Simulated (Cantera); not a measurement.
An adiabatic, constant-pressure homogeneous reactor starts with CH₃OH : O₂ : N₂ : H₂O = 1 : 1.15 : 4.34 : 0.16 (molar parts), equivalence ratio 1.3, at 1300 K and 9.87 atm. Integrator tolerance rtol = 1e-08.

Cantera simulation using GRI-Mech 3.0 (53 species, 325 reactions); the numbers are that mechanism's predictions, not measurements. GRI-Mech 3.0 was tuned for natural gas; its chemistry of methanol as a main component is partial and can be far from experiment.

| quantity | before | after |
|---|---|---|
| time of steepest temperature rise | 0.285 ms | 8.49 ms |
| temperature at 7.00 s | 2740 K | 2616 K |
| equilibrium temperature | 2740 K | 2616 K |
| x(CH₃OH) at 7.00 s | <1e-12 (gas-phase equilibrium <1e-12) | <1e-12 (gas-phase equilibrium <1e-12) |
| x(O₂) at 7.00 s | 0.00147 (gas-phase equilibrium 0.00147) | 0.000564 (gas-phase equilibrium 0.000564) |
| x(H₂O) at 7.00 s | 0.245 (gas-phase equilibrium 0.245) | 0.249 (gas-phase equilibrium 0.249) |
| x(H₂O₂) at 7.00 s | 3.35e-7 (gas-phase equilibrium 3.35e-7) | 1.67e-7 (gas-phase equilibrium 1.67e-7) |
| x(O) at 7.00 s | 0.000519 (gas-phase equilibrium 0.000519) | 0.000189 (gas-phase equilibrium 0.000189) |

Task: What was changed between the two runs?
A) initial temperature 1300 to 1100 K
B) O2 1.15 to 1.7 parts
C) initial temperature 1300 to 1500 K
D) constant volume in place of constant pressure

Result: A, initial temperature 1300 to 1100 K
